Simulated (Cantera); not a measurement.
**CO + H2 + CO2 (carbon deposition, reforming and gasification)**

Feed: 1 mol CO, 1.6 mol H2, a varied amount of CO2, held at 8.50 bar.

Equilibrium computed with Cantera from the NASA thermochemical tables; the gas is ideal and each condensed phase is pure. Candidate condensed phases: C, C6H6, C7H8, C8H18, H2O; 110 gas species. Equilibrium is a limit: real reactors are often held back by kinetics, nucleation or transport.

Stable condensed phases:

```
T in K \ n(CO2) in mol
         0.14 0.21 0.31 0.47 0.72  1.1  1.7
   1273     A    A    A    A    A    A    A
   1198     A    A    A    A    A    A    A
   1123     B    B    A    A    A    A    A
   1048     B    B    B    B    B    B    A
    973     B    B    B    B    B    B    B
    898     B    B    B    B    B    B    B
    823     B    B    B    B    B    B    B
    748     B    B    B    B    B    B    B
    673     B    B    B    B    B    B    B
    598     B    B    B    B    B    B    B
```

A: gas only; B: C.
